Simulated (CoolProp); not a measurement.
Model: reference Helmholtz-energy equation of state, Jacobsen 1992, in CoolProp.

### Question
Give the vapour pressure (MPa), liquid density (kg/m³), enthalpy of vaporisation (kJ/kg), liquid cp (kJ/(kg K)) of saturated R11 at 57.55, 105.65, 153.65 °C.

### Answer
| T (°C) | p (MPa) | liquid density (kg/m³) | enthalpy of vaporisation (kJ/kg) | liquid cp (kJ/(kg K)) |
|---|---|---|---|---|
| 57.55 | 0.293 | 1400 | 168 | 0.918 |
| 105.65 | 0.928 | 1260 | 144 | 1.00 |
| 153.65 | 2.25 | 1080 | 107 | 1.21 |
